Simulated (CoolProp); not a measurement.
Properties of carbonyl sulfide along the isobar 0.101 MPa (Tc = 378.8 K, pc = 6.369 MPa, ω = 0.098).

Values from CoolProp's reference Helmholtz-energy equation of state, Lemmon 2006. It is a short technical equation, of lower accuracy than the large ones.

| T (K) | phase | density (kg/m³) | cv (kJ/(kg K)) | isothermal compressibility (1/MPa) | expansivity (1/kK) |
|---|---|---|---|---|---|
| 139.5 | liquid | 1343 | 0.8185 | 0.0005499 | 1.472 |
| 151.7 | liquid | 1318 | 0.7834 | ? | 1.492 |
| 163.8 | liquid | 1295 | 0.7580 | 0.0006976 | ? |
| 176 | liquid | 1271 | 0.7393 | ? | 1.561 |
| 188.1 | liquid | 1246 | 0.7260 | 0.0008961 | 1.611 |
| 200.2 | liquid | 1222 | 0.7165 | 0.001022 | 1.673 |
| 212.4 | liquid | 1197 | 0.7098 | 0.001175 | 1.749 |
| 224.5 | gas | 3.343 | ? | 10.19 | 4.885 |
| 236.7 | gas | 3.156 | 0.5044 | 10.14 | 4.557 |
| 248.8 | gas | 2.992 | 0.5146 | 10.10 | 4.281 |
| 261 | gas | 2.844 | 0.5251 | 10.07 | 4.042 |

### Question
What belongs in the gaps?

### Answer

- 151.7, isothermal compressibility (1/MPa): 0.0006189
- 163.8, expansivity (1/kK): 1.522
- 176, isothermal compressibility (1/MPa): 0.0007894
- 224.5, cv (kJ/(kg K)): 0.4948
